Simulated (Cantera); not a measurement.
**Low-pressure radical oxidation in H2/O2**

An isothermal, constant-pressure homogeneous reactor starts with H2 : O2 = 0.044 : 1 (molar parts), at 1100 K and 20.0 Torr.

Cantera simulation using GRI-Mech 3.0 (53 species, 325 reactions); the numbers are that mechanism's predictions, not measurements. Radical loss at walls, strong at low pressure, is not modelled. The temperature is held fixed by assumption; the heat of reaction is taken as removed at once.

```tsv
t (s)	x H2	x O2	x H	x H2O	x HO2	x O
0.000500	0.0421	0.958	2.33e-8	6.91e-8	5.48e-9	4.97e-8
0.00230	0.0123	0.938	0.00817	0.0238	9.72e-6	0.0138
0.0106	0.000293	0.946	0.00153	0.0411	6.69e-6	0.00950
0.0486	2.87e-5	0.956	4.72e-5	0.0428	2.40e-6	0.000957
0.224	1.63e-6	0.957	7.20e-7	0.0430	3.62e-7	5.86e-5
1.03	1.31e-7	0.957	1.83e-8	0.0430	4.42e-8	5.06e-6
4.73	1.65e-8	0.957	8.90e-10	0.0430	7.03e-9	6.74e-7
21.7	2.79e-9	0.957	6.43e-11	0.0431	2.34e-9	1.17e-7
100	6.19e-10	0.957	6.83e-12	0.0431	2.68e-9	2.61e-8
```
x: mole fraction; the columns are a selection and need not sum to one.

Equilibrium at this temperature and pressure: H2 3.58e-10, O2 0.957, H 3.01e-12, H2O 0.0431, HO2 3.30e-9, O 1.50e-8 (gas phase only).
